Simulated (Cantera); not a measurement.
A Cantera script and what it prints.

```python
import numpy as np
import cantera as ct

gas_names = [...]  # 45 gases of nasa_gas.yaml made of Al, Cl, H, N, O
cond_names = """
    AL(cr) AL(L) ALCL3(s) ALCL3(L) ALN(s) AL2O3(a) AL2O3(L) H2O(s) H2O(L) NH4CL(a) NH4CL(b)
""".split()


# ... load() reads the species with a 1 bar reference pressure and builds the phases ...
atoms = {
    'AlN': {'AL': 1, 'N': 1},
    'O2': {'O': 2},
    'H2': {'H': 2},
    'Cl2': {'CL': 2},
}
top_T = {'ALN(s)': 2750}  # K; cautious upper limits of use, not melting points


# ... equilibrate(T, P, feed) seeds the gas with the atoms and calls Mixture.equilibrate('TP', solver="vcs", rtol=1e-11, max_steps=5000) ...
results = []
feed = {'AlN': 1, 'O2': 0.1, 'H2': 70, 'Cl2': 19}  # mol
P = 170  # Pa
for T in [850, 1050, 1250, 1450, 1650, 1850, 2050]:
    mix = equilibrate(T, P, feed)
    results.append((T, P, feed, dict(zip(mix.species_names, mix.species_moles))))

top = {s: max(r[3][s] / sum(r[3][g] for g in gas_names) for r in results) for s in gas_names}
cols = sorted((s for s in top if top[s] > 1e-06), key=lambda s: -top[s])[:8]
seen = [c for c in cond_names if any(r[3].get(c, 0) > 1e-12 for r in results)]
print("log10 of partial pressures in bar; condensed amounts in mol")
print(f"{'T/K':>10s}" + "".join(f"{s[:9]:>10s}" for s in cols + seen))
for T, P, feed, n in results:
    ng = sum(n[g] for g in gas_names)
    print(f"{T:10.4g}" + "".join(f"{np.log10(max(n[s] / ng * P / 1e5, 1e-99)):10.3f}" for s in cols)
          + "".join(f"{n.get(c, 0):10.4g}" for c in seen))
```

It prints:

```
log10 of partial pressures in bar; condensed amounts in mol
       T/K        H2       HCL         H        CL      ALCL     ALCL3        N2       H2O  AL2O3(a)
       850    -3.001    -3.170   -12.189   -12.357   -14.911    -4.781    -5.020    -9.728   0.06666
      1050    -3.001    -3.170    -9.591    -9.801   -10.922    -4.781    -5.020    -8.474   0.06661
      1250    -3.001    -3.170    -7.816    -8.054    -8.228    -4.783    -5.020    -7.635   0.06626
      1450    -3.001    -3.170    -6.525    -6.782    -6.324    -4.817    -5.021    -7.015   0.06498
      1650    -3.007    -3.164    -5.545    -5.808    -5.199    -5.138    -5.023    -6.348   0.05866
      1850    -3.017    -3.167    -4.777    -5.046    -4.837    -5.910    -5.027    -5.498  0.008531
      2050    -3.034    -3.193    -4.161    -4.451    -4.775    -6.797    -5.038    -5.452         0
```

Equilibrium computed with Cantera from the NASA thermochemical tables; the gas is ideal and each condensed phase is pure. The tables' values for AlCl2 are old estimates; treat these amounts as uncertain. Condensed phases not in the tables: AlOCl.
